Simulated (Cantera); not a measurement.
## Thermodynamics of silicon carbide growth, feed (CH3)2SiCl2 + CH4 + H2 + HCl

Feed: 1 mol (CH3)2SiCl2, 0.48 mol CH4, 1.4 mol H2, 3.2 mol HCl, equilibrated at 0.620 bar.

These are equilibrium values from Cantera (NASA tables, ideal gas, pure condensed phases), not measurements of a reactor. Candidate condensed phases: C, C6H6, C7H8, C8H18, Si, SiC; 109 gas species. The feed counts by its element totals alone. The tables' values for SiCl3, SiCl are old estimates; treat these amounts as uncertain. Gases not in the tables: Si2H6 and higher silanes. Rates play no part.

From 1648 K to 2248 K the condensed part is C(graphite) + SiC(s). The main Si-bearing gas is SiCl2 throughout. The share of Si in condensed phases is highest at 1648 K (64.6 %) and lowest at 2248 K (31.6 %).

```json
[
 {"T (K)": "1648", "x H2": "0.515", "x HCl": "0.447", "x SiCl2": "0.0170", "x SiCl4": "0.00994", "n C(graphite)": "1.83", "n SiC(s)": "0.646"},
 {"T (K)": "1723", "x H2": "0.509", "x HCl": "0.452", "x SiCl2": "0.0232", "x SiCl4": "0.00560", "n C(graphite)": "1.84", "n SiC(s)": "0.637"},
 {"T (K)": "1798", "x H2": "0.507", "x HCl": "0.451", "x SiCl2": "0.0297", "x SiCl4": "0.00310", "n C(graphite)": "1.87", "n SiC(s)": "0.609"},
 {"T (K)": "1873", "x H2": "0.508", "x HCl": "0.445", "x SiCl2": "0.0363", "x SiCl4": "0.00171", "n C(graphite)": "1.91", "n SiC(s)": "0.570"},
 {"T (K)": "1948", "x H2": "0.511", "x HCl": "0.437", "x SiCl2": "0.0429", "x SiCl4": "0.000954", "n C(graphite)": "1.95", "n SiC(s)": "0.523"},
 {"T (K)": "2023", "x H2": "0.514", "x HCl": "0.427", "x SiCl2": "0.0494", "x SiCl4": "0.000543", "n C(graphite)": "2.00", "n SiC(s)": "0.473"},
 {"T (K)": "2098", "x H2": "0.518", "x HCl": "0.417", "x SiCl2": "0.0557", "x SiCl4": "0.000316", "n C(graphite)": "2.04", "n SiC(s)": "0.421"},
 {"T (K)": "2173", "x H2": "0.521", "x HCl": "0.405", "x SiCl2": "0.0617", "x SiCl4": "0.000188", "n C(graphite)": "2.09", "n SiC(s)": "0.369"},
 {"T (K)": "2248", "x H2": "0.523", "x HCl": "0.393", "x SiCl2": "0.0673", "x SiCl4": "0.000114", "n C(graphite)": "2.13", "n SiC(s)": "0.316"}
]
```
x: gas mole fraction; n: condensed amount in mol.
